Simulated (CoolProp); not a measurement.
n-dodecane at several states: Z from the reference equation and from simpler models built on Tc = 385.0 °C, pc = 18.18 bar, ω = 0.574; each cubic takes its own stable root.

The numbers come from the reference Helmholtz-energy equation of state, Lemmon 2004 in CoolProp. It is a short technical equation, of lower accuracy than the large ones.

```tsv
T (°C)	p (bar)	phase	reference
271.85	21.9	liquid	0.1507
46.85	41.6	liquid	0.3634
193.35	0.468	gas	0.9611
68.05	31.3	liquid	0.2622
```

Question: How far does each simpler model (van der Waals, Redlich-Kwong) lie from the reference over these 4 states: mean and median of the absolute difference, and the worst?

Answer: 
- van der Waals: mean 66.3 %, median 86.1 %, worst +90.9 % at 46.85 °C and 41.6 bar
- Redlich-Kwong: mean 23.4 %, median 30.2 %, worst +31.7 % at 271.85 °C and 21.9 bar
